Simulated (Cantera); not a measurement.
Gas mixture: C2H2 : NH3 : CH3OH = 0.4 : 0.23 : 0.53 (molar parts), at 500000 Pa, frozen composition.

Cantera's kinetic-theory transport with the Lennard-Jones parameters of GRI-Mech 3.0, ideal gas; thermal conductivity in the multicomponent form. Polar gases are described roughly by these parameters. The composition is frozen, though it would react at the higher temperatures.

D: mixture-averaged diffusion coefficient of that species in the mixture.

```tsv
T (K)	ρ (kg/m³)	cp (J/kg/K)	μ (µPa s)	λ (mW/m/K)	Pr	D (cm²/s) O	D (cm²/s) NO	D (cm²/s) OH
400	4.06	…	13.4	33.6	0.719	0.0911	0.0574	0.0894
550	2.95	…	18.2	53.2	0.724	0.161	0.102	0.158
700	2.32	…	22.6	74.0	0.727	0.245	0.156	0.240
850	1.91	2604	26.6	94.9	0.730	0.341	0.218	0.335
1000	1.62	2800	30.4	116	0.731	0.450	0.288	0.442
1150	1.41	2959	33.9	137	0.732	0.570	0.365	0.560
```

Question: Complete the blanks.

Answer: 
- 400, cp (J/kg/K): 1796
- 550, cp (J/kg/K): 2118
- 700, cp (J/kg/K): 2389
